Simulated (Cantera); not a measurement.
A perfectly stirred reactor is fed with CH₄ : H₂ = 1 : 3.1 (molar parts), at 12.8 Torr; it is held at 1998 K, and followed from long to short residence time.

Cantera simulation using GRI-Mech 3.0 (53 species, 325 reactions); the numbers are that mechanism's predictions, not measurements. GRI-Mech 3.0 stops at C3 and has no aromatics, soot or wall deposition, so with more carbon than oxygen in the feed, carbon stays in small species such as C2H2 where larger ones or solid carbon would form. Radical loss at walls, strong at low pressure, is not modelled.

Problem. Predict: x(CH₄) at τ = 4.80 s; x(H₂) at τ = 4.80 s; x(CH₃) at τ = 4.80 s; x(C₂H₄) at τ = 4.80 s; x(C₂H₂) at τ = 4.80 s; x(CH₄) at τ = 0.120 s; x(H₂) at τ = 0.120 s; x(CH₃) at τ = 0.120 s; x(C₂H₄) at τ = 0.120 s; x(C₂H₂) at τ = 0.120 s.

Solution. 
| Item | Value |
|---|---|
| x(CH₄) at τ = 4.80 s | 0.00205 |
| x(H₂) at τ = 4.80 s | 0.891 |
| x(CH₃) at τ = 4.80 s | 0.000434 |
| x(C₂H₄) at τ = 4.80 s | 1.39e-5 |
| x(C₂H₂) at τ = 4.80 s | 0.0965 |
| x(CH₄) at τ = 0.120 s | 0.0275 |
| x(H₂) at τ = 0.120 s | 0.879 |
| x(CH₃) at τ = 0.120 s | 0.00310 |
| x(C₂H₄) at τ = 0.120 s | 0.000214 |
| x(C₂H₂) at τ = 0.120 s | 0.0851 |
